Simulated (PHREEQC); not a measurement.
A solution holds 0.031 mol Cu(BF4)2 and 0.00036 mol Na2SO4 per kg of water, at 25 °C. Closed to the air; pH follows from the charge balance.

Computed with PHREEQC (ion-association model, wateq4f.dat).

No solid was allowed to form.

Task: Order these B species by the share of B that they hold, largest first: BF3OH-, BF2(OH)2-, BF4-, H3BO3.

Result: BF4- (91 %), BF3OH- (5.3 %), H3BO3 (2.1 %), BF2(OH)2- (1.2 %)

The pH is 2.73 and the ionic strength 0.0944 mol/kgw. Species that the database lacks are ignored. Real BF4- forms and hydrolyses slowly; the run takes it at equilibrium.
